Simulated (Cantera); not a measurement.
Charge: 1 mol B₂H₆, 23 mol H₂, at 1.10 mbar.

Cantera equilibrium calculation (NASA polynomials, part measured and part estimated; ideal gas, pure solids and liquids). Candidate condensed phases: B; 7 gas species. The feed counts by its element totals alone. Kinetics and transport are ignored. All values below are at 975 K.

Base state: H₂ 1.00 (mole fractions); condensed: B(s).

What changes in the equilibrium state with this change: B₂H₆ replaced by BCl₃?


```
species    before   after
---------  ------  ------
H₂           1.00   0.903
HCl             0  0.0831
BCl₃            0  0.0134
B(s), mol    2.00   0.674
```
Gases not in the tables: BHCl₂.
